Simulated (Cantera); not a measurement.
Charge: 1 mol Cu, 8.2 mol CO2, 1.6 mol H2, 0.16 mol CO, equilibrated at 1330 Pa.

These are equilibrium values from Cantera (NASA tables, ideal gas, pure condensed phases), not measurements of a reactor. Candidate condensed phases: C, C6H6, C7H8, C8H18, Cu, CuO, Cu(OH)2, Cu2O, H2O; 113 gas species. Equilibrium is a limit: real reactors are often held back by kinetics, nucleation or transport.

Q: What share of the Cu ends up in condensed phases as a function of T (°C), at 1175, 1250, 1325, 1400, 1475, 1550, 1625, 1700, 1775?

A: 
| T (°C) | Cu condensed (%) | as |
|---|---|---|
| 1175 | 99.8 | Cu(l) |
| 1250 | 99.1 | Cu(l) |
| 1325 | 97.1 | Cu(l) |
| 1400 | 91.6 | Cu(l) |
| 1475 | 77.7 | Cu(l) |
| 1550 | 44.2 | Cu(l) |
| 1625 | 0.0 | - |
| 1700 | 0.0 | - |
| 1775 | 0.0 | - |
